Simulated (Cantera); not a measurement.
Cantera run, input and output.

```python
import numpy as np
import cantera as ct

gas = ct.Solution("gri30.yaml")
gas.TPX = 1348, 29000, {'H2': 1.8, 'O2': 1, 'N2': 3.1}
reactor = ct.IdealGasConstPressureReactor(gas, energy="off", clone=False)
net = ct.ReactorNet([reactor])
net.rtol, net.atol = 1e-08, 1e-18
show = ['H2', 'O2', 'HO2', 'N2O', 'OH']
times = np.geomspace(0.0008, 20, 9)

steps = ct.SolutionArray(gas, extra=["t"])
rows = []
print(f"{'t/s':>10s}{'T/K':>9s}{'P/Pa':>11s}" + "".join(f"{s:>11s}" for s in show))
for t in times:
    while net.time < t:
        t_next = net.step()
        steps.append(gas.state, t=t_next)
    rows.append([np.interp(t, steps.t, y) for y in (steps.T, steps.P, *steps(*show).X.T)])
    print(f"{t:10.3e}{rows[-1][0]:9.1f}{rows[-1][1]:11.4g}" + "".join(f"{x:11.3e}" for x in rows[-1][2:]))
rate = np.gradient(steps.T, steps.t)
print("integrator steps:", len(steps.t))
if steps.T.max() > steps.T[0] + 200:
    print(f"time of steepest temperature rise: {steps.t[rate.argmax()]:.4e} s")
gas.TPX = 1348, 29000, {'H2': 1.8, 'O2': 1, 'N2': 3.1}
gas.equilibrate("TP")
print(f"equilibrium (TP): T = {gas.T:.1f} K  " + "  ".join(f"{s} {gas[s].X[0]:.3e}" for s in show))
```

It prints:

```
       t/s      T/K       P/Pa         H2         O2        HO2        N2O         OH
 8.000e-04   1348.0    2.9e+04  1.102e-02  2.514e-02  1.043e-05  3.206e-08  3.047e-03
 2.837e-03   1348.0    2.9e+04  1.712e-03  2.053e-02  5.393e-06  5.405e-08  1.037e-03
 1.006e-02   1348.0    2.9e+04  1.681e-04  1.998e-02  1.062e-06  7.519e-08  3.206e-04
 3.567e-02   1348.0    2.9e+04  1.904e-05  1.997e-02  1.407e-07  8.172e-08  1.133e-04
 1.265e-01   1348.0    2.9e+04  3.466e-06  1.998e-02  2.917e-08  6.901e-08  5.006e-05
 4.485e-01   1348.0    2.9e+04  1.173e-06  1.998e-02  1.490e-08  3.123e-08  2.910e-05
 1.591e+00   1348.0    2.9e+04  9.411e-07  1.998e-02  1.386e-08  5.517e-09  2.587e-05
 5.640e+00   1348.0    2.9e+04  9.401e-07  1.998e-02  1.386e-08  4.556e-09  2.585e-05
 2.000e+01   1348.0    2.9e+04  9.401e-07  1.998e-02  1.386e-08  4.556e-09  2.585e-05
integrator steps: 2090
equilibrium (TP): T = 1348.0 K  H2 9.415e-07  O2 1.992e-02  HO2 1.383e-08  N2O 4.551e-09  OH 2.583e-05
```

Model: GRI-Mech 3.0 (53 species, 325 reactions), integrated in Cantera. The temperature is held fixed by assumption; the heat of reaction is taken as removed at once.
